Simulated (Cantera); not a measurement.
Charge: 1 mol CH3SiCl3, 0.28 mol C3H8, 3.7 mol H2, held at 1.00 bar.

Cantera equilibrium calculation (NASA polynomials, part measured and part estimated; ideal gas, pure solids and liquids). Candidate condensed phases: C, C6H6, C7H8, C8H18, Si, SiC; 109 gas species. The feed counts by its element totals alone. The tables' values for SiCl3, SiCl are old estimates; treat these amounts as uncertain. Gases not in the tables: Si2H6 and higher silanes. The numbers say what is thermodynamically allowed, not how fast it happens. All values below are at 2300 K.

Base state: H2 0.646, HCl 0.303, SiCl2 0.0358, H 0.00778, C2H2 (acetylene) 0.00279, Cl 0.00263, SiCl3 0.00125, SiCl 0.000426 (mole fractions); condensed: C(graphite) + SiC(s).

**Question.** What changes in the equilibrium state with this change: H2 from 3.7 to 610 mol?

**Answer.** 
| species | before | after |
|---|---|---|
| H2 | 0.646 | 0.984 |
| H | 0.00778 | 0.00960 |
| HCl | 0.303 | 0.00479 |
| SiCl2 | 0.0358 | 1.27e-5 |
| Si | 0.000134 | 0.000289 |
| SiCl3 | 0.00125 | 5.65e-9 |
| SiHCl3 | 4.67e-5 | <1e-9 |
| SiCl4 | 3.35e-5 | <1e-9 |
| SiH2Cl2 | 1.36e-5 | 7.33e-9 |
| C2HCl | 1.06e-5 | 3.57e-8 |
| C(graphite), mol | 1.09 | 0 |
| SiC(s), mol | 0.703 | 0.616 |
The tables' values for SiCl are old estimates; treat these amounts as uncertain.
